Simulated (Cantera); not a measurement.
## Al + O₂ + H₂ (metals in furnace atmospheres)

Feed: 1 mol Al, 0.0036 mol O₂, 9.4 mol H₂, held at 75.0 Torr.

These are equilibrium values from Cantera (NASA tables, ideal gas, pure condensed phases), not measurements of a reactor. Candidate condensed phases: Al, Al₂O₃, H₂O; 19 gas species. Mutual solubility and eutectic melting of coexisting phases are not modelled. Kinetics and transport are ignored.

From 873 K to 923 K the condensed part is Al(s) + Al₂O₃(s). From 973 K to 1423 K the condensed part is Al(l) + Al₂O₃(s).

```
T (K)   x H₂      x Al       x H    x Al₂O     x AlH    x AlOH     x Al₂  n Al(s)  n Al₂O₃(s)  n Al(l)
-----  -----  --------  --------  --------  --------  --------  --------  -------  ----------  -------
873     1.00  1.89e-12  1.48e-10    <1e-12  4.74e-11    <1e-12    <1e-12    0.995     0.00240        0
923     1.00  2.14e-11  7.74e-10    <1e-12  3.13e-10    <1e-12    <1e-12    0.995     0.00240        0
973     1.00  1.78e-10   3.42e-9  5.79e-12   1.60e-9    <1e-12    <1e-12        0     0.00240    0.995
1023    1.00   1.18e-9   1.31e-8  6.00e-11   6.86e-9    <1e-12    <1e-12        0     0.00240    0.995
1073    1.00   6.56e-9   4.43e-8  4.96e-10   2.56e-8    <1e-12    <1e-12        0     0.00240    0.995
1123    1.00   3.12e-8   1.35e-7   3.38e-9   8.45e-8  6.03e-12    <1e-12        0     0.00240    0.995
1173   1.000   1.30e-7   3.73e-7   1.95e-8   2.52e-7  3.11e-11    <1e-12        0     0.00240    0.995
1223   1.000   4.78e-7   9.51e-7   9.66e-8   6.84e-7  1.40e-10  5.12e-12        0     0.00240    0.995
1273   1.000   1.59e-6   2.26e-6   4.21e-7   1.72e-6  5.57e-10  2.90e-11        0     0.00240    0.995
1323   1.000   4.80e-6   5.01e-6   1.63e-6   4.00e-6   1.99e-9  1.44e-10        0     0.00239    0.995
1373   1.000   1.34e-5   1.05e-5   5.72e-6   8.77e-6   6.47e-9  6.31e-10        0     0.00238    0.995
1423   1.000   3.47e-5   2.10e-5   1.83e-5   1.81e-5   1.93e-8   2.49e-9        0     0.00234    0.994
```
x: gas mole fraction; n: condensed amount in mol.
